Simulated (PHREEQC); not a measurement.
A solution holds 0.00014 mol LiF per kg of water, at 20 °C. Closed to the air; pH follows from the charge balance.

Equilibrium calculation in PHREEQC: ion-association model, phreeqc.dat.

Each row changes one thing in this solution. This is a speciation only: nothing precipitates in the calculation.

```csv
case,pH,HF (mol/kgw)
as made,7.12,1.44e-8
diluted 100-fold with water,?,1.58e-10
LiF from 0.00014 to 1.4e-05 mol/kgw,?,1.57e-9
LiF from 0.00014 to 0.0014 mol/kgw,?,9.15e-8
LiF from 0.00014 to 0.000154 mol/kgw,7.12,1.57e-8
```

Q: Some entries are withheld; supply them.

A: 
- diluted 100-fold with water, pH: 7.08
- LiF from 0.00014 to 1.4e-05 mol/kgw, pH: 7.09
- LiF from 0.00014 to 0.0014 mol/kgw, pH: 7.30
